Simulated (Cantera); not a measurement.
What does this Cantera script print?

```python
import numpy as np
import cantera as ct

gas = ct.Solution("gri30.yaml")
gas.TPX = 1723, 101325, {'NO': 1, 'N2': 0.17}
inlet = ct.Reservoir(gas, clone=True)

reactor = ct.IdealGasConstPressureReactor(gas, energy="off", clone=False)
exhaust = ct.Reservoir(gas, clone=True)
tau = [3.3, 0.82, 0.2, 0.05, 0.012, 0.0031, 0.00076][0]
for a, b in ((inlet, reactor), (reactor, exhaust)):
    ct.MassFlowController(a, b, mdot=lambda t: reactor.mass / tau)
net = ct.ReactorNet([reactor])
show = ['NO', 'O', 'O2', 'N2', 'N2O']

rows = []
print(f"{'tau/s':>10s}{'T/K':>9s}" + "".join(f"{s:>11s}" for s in show))
for tau in [3.3, 0.82, 0.2, 0.05, 0.012, 0.0031, 0.00076]:
    net.initial_time = 0.0
    net.advance(30 * tau)
    before = gas.X
    net.advance(40 * tau)
    drift = np.max(np.abs(gas.X - before) / (gas.X + 1e-9))
    rows.append([gas.T, *gas[show].X, drift])
    print(f"{tau:10.3e}{gas.T:9.1f}" + "".join(f"{x:11.3e}" for x in gas[show].X))
```

Result:

```
     tau/s      T/K         NO          O         O2         N2        N2O
 3.300e+00   1723.0  5.794e-01  2.165e-05  1.365e-01  2.826e-01  1.294e-04
 8.200e-01   1723.0  7.457e-01  1.432e-05  5.351e-02  1.994e-01  2.171e-04
 2.000e-01   1723.0  8.227e-01  9.017e-06  1.527e-02  1.609e-01  2.640e-04
 5.000e-02   1723.0  8.462e-01  6.451e-06  3.734e-03  1.492e-01  2.671e-04
 1.200e-02   1723.0  8.525e-01  4.995e-06  6.845e-04  1.461e-01  2.252e-04
 3.100e-03   1723.0  8.541e-01  3.222e-06  7.142e-05  1.454e-01  1.372e-04
 7.600e-04   1723.0  8.546e-01  1.451e-06  2.548e-06  1.453e-01  5.210e-05
```

Model: GRI-Mech 3.0 (53 species, 325 reactions), integrated in Cantera.
